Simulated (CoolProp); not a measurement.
Saturated liquid density (kg/m³) of the fluoroketone C6F12O (FK-5-1-12): the reference equation beside estimates from Tc = 441.8 K, pc = 18.69 bar, ω = 0.471. Rackett uses Z = 0.29056 − 0.08775 ω.

Values from CoolProp's reference Helmholtz-energy equation of state, McLinden 2015.

```tsv
T (K)	reference	Rackett	Redlich-Kwong	Soave-Redlich-Kwong	Peng-Robinson
288	1632	1803	1396	1491	1683
294.8	1612	1780	1376	1473	1664
301.6	1592	1755	1355	1454	1643
308.3	1571	1731	1334	1435	1622
315.1	1550	1706	1312	1414	1600
321.9	1528	1680	1289	1392	1576
328.7	1506	1654	1265	1370	1551
335.5	1482	1627	1241	1346	1525
342.2	1459	1599	1215	1321	1497
349	1434	1571	1189	1295	1468
```

Absolute difference from the reference over all 10 rows, mean and median: Rackett 10.0 and 10.0 %, Redlich-Kwong 15.6 and 15.5 %, Soave-Redlich-Kwong 9.0 and 8.8 %, Peng-Robinson 3.0 and 3.1 %.
